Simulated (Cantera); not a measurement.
Feed: 1 mol CCl4, 0.014 mol F2, 10 mol H2, equilibrated at 2273.15 K and 3200 Pa.

Method: chemical equilibrium by Gibbs-energy minimisation in Cantera with the NASA 1993 tables (ideal gas, pure condensed phases). Candidate condensed phases: C, C6H6, C7H8, C8H18; 118 gas species. The numbers say what is thermodynamically allowed, not how fast it happens.

Base state: H2 0.633, HCl 0.311, H 0.0374, Cl 0.0133, C2H2 (acetylene) 0.00239, HF 0.00227 (mole fractions); condensed: C(graphite).

Task: What changes in the equilibrium state with this change: F2 from 0.014 to 0.27 mol?

Result: 
| species | before | after |
|---|---|---|
| H2 | 0.633 | 0.600 |
| HCl | 0.311 | 0.305 |
| HF | 0.00227 | 0.0429 |
| H | 0.0374 | 0.0364 |
| Cl | 0.0133 | 0.0133 |
| C2H2 (acetylene) | 0.00239 | 0.00227 |
| C(graphite), mol | 0.940 | 0.942 |

Task: What changes in the equilibrium state with this change: CCl4 replaced by CH3Cl?

Result: 
```csv
species,before,after
H2,0.633,0.869
HCl,0.311,0.0784
H,0.0374,0.0438
Cl,0.0133,0.00285
C2H2 (acetylene),0.00239,0.00328
HF,0.00227,0.00228
"C(graphite), mol",0.940,0.919
```
